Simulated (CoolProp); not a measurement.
Values from CoolProp's reference Helmholtz-energy equation of state, Gao 2016.

For sulfur dioxide, give the phase and the Z, cp (kJ/(kg K)), cv (kJ/(kg K)), speed of sound (m/s) at 251.85 °C and 7.5 MPa.


- 251.85 °C and 7.5 MPa: gas; Z 0.828, cp 0.993, cv 0.663, speed of sound 263
